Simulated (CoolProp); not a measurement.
Vapour-liquid equilibrium of dimethyl carbonate (1) + cyclohexane (2) at 1.54 MPa; x and y are mole fractions of (1).

Computed with CoolProp (multi-fluid Helmholtz-energy mixture model, Zhou 2011 and Zhou 2014; pair parameters Bell 2016).

| x | bubble temperature, mixture model (K) | bubble temperature, Raoult's law (K) | y, mixture model | y, Raoult's law |
|---|---|---|---|---|
| 0.05 | 477.6 | 481.8 | 0.090 | 0.051 |
| 0.125 | 473.1 | 481.7 | 0.196 | 0.127 |
| 0.2 | 470.2 | 481.6 | 0.276 | 0.202 |
| 0.275 | 468.3 | 481.5 | 0.341 | 0.278 |
| 0.35 | 467.2 | 481.5 | 0.396 | 0.353 |
| 0.425 | 466.6 | 481.4 | 0.446 | 0.429 |
| 0.5 | 466.5 | 481.3 | 0.493 | 0.504 |
| 0.575 | 466.8 | 481.3 | 0.541 | 0.579 |
| 0.65 | 467.6 | 481.2 | 0.593 | 0.653 |
| 0.725 | 468.9 | 481.1 | 0.651 | 0.728 |
| 0.8 | 470.8 | 481.1 | 0.720 | 0.802 |
| 0.875 | 473.6 | 481.0 | 0.804 | 0.877 |
| 0.95 | 477.5 | 480.9 | 0.911 | 0.951 |

The largest gap from Raoult's law is -14.8 K in bubble temperature, at x = 0.5. y crosses x between x = 0.425 and 0.5: the model has an azeotrope there.

Pair parameters are fitted to limited data, so mixtures are less certain than the pure fluids.
